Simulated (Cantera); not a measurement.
A closed system holds: 1 mol N2O, 3.6 mol H2O, 10 mol H2, at 2127 °C and 18.0 Pa.

Cantera equilibrium calculation (NASA polynomials, part measured and part estimated; ideal gas, pure solids and liquids). Candidate condensed phases: H2O; 24 gas species. Kinetics and transport are ignored.

Base state: H 0.551, H2 0.216, H2O 0.0790, O 0.0632, N2 0.0429, OH 0.0370, O2 0.00956, NO 0.000953 (mole fractions); condensed: gas only.

Q: What changes in the equilibrium state with this change: N2O replaced by NF3?

A: 
```
species    before     after
-------  --------  --------
H           0.551     0.515
H2          0.216     0.188
HF              0     0.128
N2         0.0429    0.0211
H2O        0.0790    0.0579
OH         0.0370    0.0290
O          0.0632    0.0531
F               0  0.000556
NO       0.000953  0.000562
O2        0.00956   0.00675
```

Q: What changes in the equilibrium state with this change: temperature from 2127 °C to 1175 °C?

A: 
| species | before | after |
|---|---|---|
| H2 | 0.216 | 0.616 |
| H2O | 0.0790 | 0.315 |
| N2 | 0.0429 | 0.0685 |
| H | 0.551 | 0.000540 |
| O | 0.0632 | 5.12e-9 |
| OH | 0.0370 | 6.58e-6 |
| O2 | 0.00956 | 1.24e-9 |
| NO | 0.000953 | 2.13e-8 |

Q: What changes in the equilibrium state with this change: H2 from 10 to 0.35 mol?

A: 
| species | before | after |
|---|---|---|
| H | 0.551 | 0.375 |
| O | 0.0632 | 0.174 |
| N2 | 0.0429 | 0.105 |
| H2 | 0.216 | 0.100 |
| O2 | 0.00956 | 0.0723 |
| OH | 0.0370 | 0.0692 |
| H2O | 0.0790 | 0.101 |
| NO | 0.000953 | 0.00410 |
